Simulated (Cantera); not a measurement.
Cantera with NASA thermochemical tables; ideal gases at 1 bar, condensed phases pure. Values are per mole of reaction as written; species without (g) are pure solids or liquids, kept so even where they would boil at 1 bar.

3 Ti3O5 + O3(g) = 9 TiO2

```csv
T (K),ΔH° (kJ),ΔS° (J/K),ΔG° (kJ),log10 K,condensed phases
1998,?,?,?,?,"Ti3O5(s), TiO2(rutile)"
2048,?,?,?,?,"Ti3O5(s), TiO2(rutile)"
2098,-1905.1,-567.4,-714.7,17.79,"Ti3O5(l), TiO2(rutile)"
2148,-1307.2,-286.7,-691.3,16.81,"Ti3O5(l), TiO2(l)"
2198,-1305.9,-286.1,-677.0,16.09,"Ti3O5(l), TiO2(l)"
2248,-1304.5,-285.5,-662.7,15.40,"Ti3O5(l), TiO2(l)"
```

Question: Some entries are withheld; supply them.

Answer: 
- 1998, ΔH° (kJ): -1375.3
- 1998, ΔS° (J/K): -309.0
- 1998, ΔG° (kJ): -758.0
- 1998, log10 K: 19.82
- 2048, ΔH° (kJ): -1382.4
- 2048, ΔS° (J/K): -312.4
- 2048, ΔG° (kJ): -742.5
- 2048, log10 K: 18.94
